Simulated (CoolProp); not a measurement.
A Linde-Hampson liquefier for methane: isothermal reversible compression at 230 K from 1 atm to 15 MPa, throttling to 1 atm, return gas leaving the recuperator 10 K below the feed. Each further row changes one setting.

Computed with CoolProp (reference Helmholtz-energy equation of state, Setzmann 1991).

```
case                        liquid yield per pass  compression work (kJ/kg of gas)
--------------------------  ---------------------  -------------------------------
as stated                                   0.351                              520
as stated                                   0.351                              520
high pressure 30 MPa                   (withheld)                       (withheld)
warm-end temperature 260 K             (withheld)                       (withheld)
warm-end gap 15 K                      (withheld)                              520
```

**Question.** Some entries are withheld; supply them.

**Answer.** 
- high pressure 30 MPa, liquid yield per pass: 0.394
- high pressure 30 MPa, compression work (kJ/kg of gas): 577
- warm-end temperature 260 K, liquid yield per pass: 0.230
- warm-end temperature 260 K, compression work (kJ/kg of gas): 620
- warm-end gap 15 K, liquid yield per pass: 0.342
